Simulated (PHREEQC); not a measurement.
Make-up at 60 °C: 0.19 mol NiSO4 per kg of water. Closed to the air; pH follows from the charge balance.

Model: ion-association model, wateq4f.dat, run in PHREEQC.

No solid was allowed to form.

Q: Estimate the pH.

A: pH 5.64.

Q: In which forms is S present?

A: NiSO4 54 %, SO4-2 46 % of the S.

At this temperature some constants are extrapolated from 25 °C, and those without enthalpy data are left unchanged.
